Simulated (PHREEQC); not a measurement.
0.084 g of hydrous ferric oxide (600 m²/g; 0.2 weak and 0.005 strong sites per Fe, Dzombak-Morel constants, diffuse double layer) in 1 kg of water with 0.01 mol/kgw of an inert sodium salt and 1.2e-05 mol CaCl2 and 0.00018 mol PbCl2, at 25 °C; the pH is set by adding NaOH or the inert anion's acid. Oxygen alone is held at its pressure in air (log pO2 = -0.68). The system is closed to CO2. No solid was allowed to form.

Model: ion-association model, wateq4f.dat, run in PHREEQC.

**Question.** Predict Pb sorbed (%), surface charge σ (C/m²), surface potential ψ (mV) at pH = 4.75, 7.38, 8.12.

**Answer.** 
```csv
pH,Pb sorbed (%),surface charge σ (C/m²),surface potential ψ (mV)
4.75,4.0,0.141,162
7.38,62.1,0.082,135
8.12,62.5,0.068,125
```

Along this series the solution becomes supersaturated in solids that the run did not let form, among them Pb(OH)2.
